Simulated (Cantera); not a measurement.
# Silicates and aluminates: SiO2 + Al2O3 + H2

Feed: 1 mol SiO2, 1.9 mol Al2O3, 2.3 mol H2, at 46.0 Pa.

Equilibrium computed with Cantera from the NASA thermochemical tables; the gas is ideal and each condensed phase is pure. Candidate condensed phases: Al, Al2O3, Al2SiO5, Al6Si2O13, H2O, Si, SiO2; 28 gas species. Mutual solubility and eutectic melting of coexisting phases are not modelled. The tables' values for SiO2, AlOH are old estimates; treat these amounts as uncertain. Condensed phases not in the tables: alloys, solid solutions and most ternary compounds. Kinetics and transport are ignored.

```json
[
 {"T (K)": "848", "x H2": "1.00", "x SiO": "5.40e-11", "x H2O": "5.80e-11", "x H": "8.87e-10", "x OH": "<1e-12", "x O": "<1e-12", "x O2": "<1e-12", "x SiO2": "<1e-12", "n Al2O3(s)": "0.900", "n Al2SiO5(andalusite)": "1.00", "n Al6Si2O13(mullite)": "0"},
 {"T (K)": "998", "x H2": "1.00", "x SiO": "2.23e-8", "x H2O": "2.23e-8", "x H": "1.00e-7", "x OH": "<1e-12", "x O": "<1e-12", "x O2": "<1e-12", "x SiO2": "<1e-12", "n Al2O3(s)": "0.900", "n Al2SiO5(andalusite)": "1.00", "n Al6Si2O13(mullite)": "0"},
 {"T (K)": "1148", "x H2": "1.000", "x SiO": "1.77e-6", "x H2O": "1.77e-6", "x H": "3.34e-6", "x OH": "<1e-12", "x O": "<1e-12", "x O2": "<1e-12", "x SiO2": "<1e-12", "n Al2O3(s)": "0.400", "n Al2SiO5(andalusite)": "0", "n Al6Si2O13(mullite)": "0.500"},
 {"T (K)": "1298", "x H2": "1.000", "x SiO": "4.51e-5", "x H2O": "4.51e-5", "x H": "5.00e-5", "x OH": "2.91e-11", "x O": "<1e-12", "x O2": "<1e-12", "x SiO2": "1.37e-12", "n Al2O3(s)": "0.400", "n Al2SiO5(andalusite)": "0", "n Al6Si2O13(mullite)": "0.500"},
 {"T (K)": "1448", "x H2": "0.998", "x SiO": "0.000579", "x H2O": "0.000579", "x H": "0.000429", "x OH": "5.92e-9", "x O": "2.26e-12", "x O2": "<1e-12", "x SiO2": "3.62e-10", "n Al2O3(s)": "0.402", "n Al2SiO5(andalusite)": "0", "n Al6Si2O13(mullite)": "0.499"},
 {"T (K)": "1598", "x H2": "0.988", "x SiO": "0.00453", "x H2O": "0.00453", "x H": "0.00247", "x OH": "4.40e-7", "x O": "9.13e-10", "x O2": "1.91e-12", "x SiO2": "3.32e-8", "n Al2O3(s)": "0.416", "n Al2SiO5(andalusite)": "0", "n Al6Si2O13(mullite)": "0.495"},
 {"T (K)": "1748", "x H2": "0.941", "x SiO": "0.0242", "x H2O": "0.0241", "x H": "0.0103", "x OH": "1.55e-5", "x O": "1.34e-7", "x O2": "1.53e-9", "x SiO2": "1.38e-6", "n Al2O3(s)": "0.486", "n Al2SiO5(andalusite)": "0", "n Al6Si2O13(mullite)": "0.471"},
 {"T (K)": "1898", "x H2": "0.785", "x SiO": "0.0916", "x H2O": "0.0913", "x H": "0.0323", "x OH": "0.000307", "x O": "9.50e-6", "x O2": "4.82e-7", "x SiO2": "3.17e-5", "n Al2O3(s)": "0.754", "n Al2SiO5(andalusite)": "0", "n Al6Si2O13(mullite)": "0.382"},
 {"T (K)": "2048", "x H2": "0.458", "x SiO": "0.236", "x H2O": "0.231", "x H": "0.0706", "x OH": "0.00389", "x O": "0.000433", "x O2": "9.39e-5", "x SiO2": "0.000456", "n Al2O3(s)": "1.52", "n Al2SiO5(andalusite)": "0", "n Al6Si2O13(mullite)": "0.126"},
 {"T (K)": "2198", "x H2": "0.306", "x SiO": "0.276", "x H2O": "0.250", "x H": "0.144", "x OH": "0.0163", "x O": "0.00535", "x O2": "0.00184", "x SiO2": "0.00107", "n Al2O3(s)": "1.90", "n Al2SiO5(andalusite)": "0", "n Al6Si2O13(mullite)": "0"}
]
```
x: gas mole fraction; n: condensed amount in mol.

From 848 K to 998 K the condensed part is Al2O3(s) + Al2SiO5(andalusite). From 1148 K to 2048 K the condensed part is Al2O3(s) + Al6Si2O13(mullite). At 2198 K the condensed part is Al2O3(s).
